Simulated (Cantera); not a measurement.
Charge: 1 mol Fe, 17 mol CO, 1.3 mol N2, held at 0.000190 bar.

Method: chemical equilibrium by Gibbs-energy minimisation in Cantera with the NASA 1993 tables (ideal gas, pure condensed phases). Candidate condensed phases: C, Fe, Fe(CO)5, FeO, Fe2O3, Fe3O4; 27 gas species. The numbers say what is thermodynamically allowed, not how fast it happens.

**Question.** At 1748 K, list the 3 most abundant gas species with their mole fractions, and the condensed phases.

**Answer.** CO 0.881, N2 0.0674, Fe 0.0518. Condensed: gas only.
